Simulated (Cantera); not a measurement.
A diamond (100) surface in a fixed gas of H2 with x(CH4) = 0.012, x(H) = 0.0087, at 1275 K, 8.25 Torr; coverages are run to steady state.

Model: the Harris–Goodwin 1993 mechanism for the reconstructed diamond (100) surface, integrated in Cantera.

θ: site fractions in the mechanism's names (c6HH fully hydrogenated, c6H* and c6*H radical sites, c6** diradical, c6HM methylated).

```json
[
 {"x(CH3)": "1e-06", "growth (µm/h)": "0.00180", "θ c6HH": "0.395", "θ c6H*": "0.0465", "θ c6*H": "0.518", "θ c6**": "0.0409", "θ c6HM": "8.58e-7"},
 {"x(CH3)": "2.8e-06", "growth (µm/h)": "___", "θ c6HH": "0.395", "θ c6H*": "0.0465", "θ c6*H": "0.518", "θ c6**": "0.0409", "θ c6HM": "___"},
 {"x(CH3)": "8e-06", "growth (µm/h)": "0.0144", "θ c6HH": "0.395", "θ c6H*": "0.0465", "θ c6*H": "0.518", "θ c6**": "0.0409", "θ c6HM": "6.86e-6"},
 {"x(CH3)": "2.3e-05", "growth (µm/h)": "0.0413", "θ c6HH": "0.395", "θ c6H*": "0.0465", "θ c6*H": "0.518", "θ c6**": "0.0409", "θ c6HM": "1.97e-5"},
 {"x(CH3)": "6.4e-05", "growth (µm/h)": "___", "θ c6HH": "0.395", "θ c6H*": "0.0465", "θ c6*H": "0.518", "θ c6**": "0.0409", "θ c6HM": "___"},
 {"x(CH3)": "0.00018", "growth (µm/h)": "0.322", "θ c6HH": "0.395", "θ c6H*": "0.0464", "θ c6*H": "0.518", "θ c6**": "0.0407", "θ c6HM": "0.000154"},
 {"x(CH3)": "0.00052", "growth (µm/h)": "0.923", "θ c6HH": "0.394", "θ c6H*": "0.0464", "θ c6*H": "0.517", "θ c6**": "0.0403", "θ c6HM": "0.000443"},
 {"x(CH3)": "0.0015", "growth (µm/h)": "2.60", "θ c6HH": "0.394", "θ c6H*": "0.0463", "θ c6*H": "0.516", "θ c6**": "0.0393", "θ c6HM": "0.00126"},
 {"x(CH3)": "0.0041", "growth (µm/h)": "6.71", "θ c6HH": "0.392", "θ c6H*": "0.0460", "θ c6*H": "0.513", "θ c6**": "0.0367", "θ c6HM": "0.00335"}
]
```

### Question
Complete the blanks.

### Answer

- 2.8e-06, growth (µm/h): 0.00503
- 2.8e-06, θ c6HM: 2.40e-6
- 6.4e-05, growth (µm/h): 0.115
- 6.4e-05, θ c6HM: 5.49e-5
